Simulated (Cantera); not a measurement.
## Ignition delay

Mixture: CH₄ : CO : O₂ : N₂ = 1 : 3.1 : 3.51 : 13.2 (molar parts), at 4.93 atm, adiabatic and at constant volume. Ignition delay is the time to a rise of 400 K.

Cantera simulation using GRI-Mech 3.0 (53 species, 325 reactions); the numbers are that mechanism's predictions, not measurements.

```csv
T0 (K),delay (ms)
1275,4.19
1350,1.54
1425,0.623
1500,0.275
1575,0.133
1650,0.0707
1725,0.0404
1800,0.0246
```

```
Property                                                Result
--------------------------------------------------  ----------
apparent activation energy between 1650 and 1800 K  170 kJ/mol
```
